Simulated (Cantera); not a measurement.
# BF3 + H2 (boron, boron nitride and boron oxide)

Feed: 1 mol BF3, 30 mol H2, equilibrated at 700 °C and 8.30 mbar.

Method: chemical equilibrium by Gibbs-energy minimisation in Cantera with the NASA 1993 tables (ideal gas, pure condensed phases). Candidate condensed phases: B; 20 gas species. Kinetics and transport are ignored.

```
Quantity                            Result
-------------------------------  ---------
x(H2)                                0.967
x(BF3)                              0.0319
x(HF)                             0.000336
x(BHF2)                           0.000336
gas amount                       31.00 mol
log10 activity of B(s) (absent)      -3.11
```
